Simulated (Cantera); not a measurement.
A Cantera script and its output.

```python
import numpy as np
import cantera as ct

gas = ct.Solution("gri30.yaml")
gas.TPX = 900, 690, {'H2': 0.12, 'O2': 1, 'N2': 0.0022}
reactor = ct.IdealGasConstPressureReactor(gas, energy="off", clone=False)
net = ct.ReactorNet([reactor])
net.rtol, net.atol = 1e-08, 1e-18
show = ['H2', 'O2', 'H2O', 'OH', 'HO2', 'H']
times = np.geomspace(9e-06, 40, 10)

steps = ct.SolutionArray(gas, extra=["t"])
rows = []
print(f"{'t/s':>10s}{'T/K':>9s}{'P/Pa':>11s}" + "".join(f"{s:>11s}" for s in show))
for t in times:
    while net.time < t:
        t_next = net.step()
        steps.append(gas.state, t=t_next)
    rows.append([np.interp(t, steps.t, y) for y in (steps.T, steps.P, *steps(*show).X.T)])
    print(f"{t:10.3e}{rows[-1][0]:9.1f}{rows[-1][1]:11.4g}" + "".join(f"{x:11.3e}" for x in rows[-1][2:]))
rate = np.gradient(steps.T, steps.t)
print("integrator steps:", len(steps.t))
if steps.T.max() > steps.T[0] + 200:
    print(f"time of steepest temperature rise: {steps.t[rate.argmax()]:.4e} s")
gas.TPX = 900, 690, {'H2': 0.12, 'O2': 1, 'N2': 0.0022}
gas.equilibrate("TP")
print(f"equilibrium (TP): T = {gas.T:.1f} K  " + "  ".join(f"{s} {gas[s].X[0]:.3e}" for s in show))
```

Output:

```
       t/s      T/K       P/Pa         H2         O2        H2O         OH        HO2          H
 9.000e-06    900.0        690  1.069e-01  8.911e-01  4.955e-17  1.525e-15  2.054e-13  2.038e-13
 4.930e-05    900.0        690  1.069e-01  8.911e-01  6.182e-15  3.960e-14  1.126e-12  1.086e-12
 2.701e-04    900.0        690  1.069e-01  8.911e-01  6.759e-13  7.203e-13  6.191e-12  5.650e-12
 1.480e-03    900.0        690  1.069e-01  8.911e-01  5.643e-11  1.218e-11  3.491e-11  5.517e-11
 8.106e-03    900.0        690  1.069e-01  8.911e-01  3.716e-07  5.050e-08  6.620e-09  2.133e-07
 4.441e-02    900.0        690  2.438e-03  8.725e-01  1.040e-01  1.410e-03  7.928e-06  8.783e-03
 2.433e-01    900.0        690  6.264e-05  8.847e-01  1.128e-01  1.258e-04  2.039e-06  1.781e-05
 1.333e+00    900.0        690  2.058e-06  8.849e-01  1.130e-01  2.391e-05  1.825e-07  1.201e-07
 7.302e+00    900.0        690  6.945e-08  8.850e-01  1.130e-01  6.565e-06  1.665e-08  2.412e-09
 4.000e+01    900.0        690  5.673e-09  8.850e-01  1.130e-01  2.289e-06  2.215e-09  1.027e-10
integrator steps: 1611
equilibrium (TP): T = 900.0 K  H2 4.655e-12  O2 8.850e-01  H2O 1.130e-01  OH 6.954e-08  HO2 1.419e-10  H 3.056e-15
```

Cantera simulation using GRI-Mech 3.0 (53 species, 325 reactions); the numbers are that mechanism's predictions, not measurements. Radical loss at walls, strong at low pressure, is not modelled. Below about 950 K walls govern HO2 and H2O2 in real vessels. The temperature is held fixed by assumption; the heat of reaction is taken as removed at once.
